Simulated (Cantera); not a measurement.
A perfectly stirred reactor is fed with CH4 : H2 : H = 0.015 : 1 : 0.018 (molar parts), at 0.340 bar; it is held at 1925 K, and followed from long to short residence time.

Detailed kinetics in Cantera: GRI-Mech 3.0 (53 species, 325 reactions). GRI-Mech 3.0 stops at C3 and has no aromatics, soot or wall deposition, so with more carbon than oxygen in the feed, carbon stays in small species such as C2H2 where larger ones or solid carbon would form.

What does this change do: pressure from 0.340 bar to 51.8 Torr?


```csv
quantity,before,after
x(CH4) at τ = 3.60 s,0.00119,0.00105
x(H2) at τ = 3.60 s,0.991,0.989
x(H) at τ = 3.60 s,0.00165,0.00369
x(C2H) at τ = 3.60 s,1.57e-7,3.56e-7
x(CH2) at τ = 3.60 s,8.06e-8,3.54e-7
x(CH4) at τ = 44.0 ms,0.00643,0.00600
x(H2) at τ = 44.0 ms,0.988,0.985
x(H) at τ = 44.0 ms,0.00178,0.00449
x(C2H) at τ = 44.0 ms,1.01e-7,2.59e-7
x(CH2) at τ = 44.0 ms,4.91e-7,2.78e-6
```
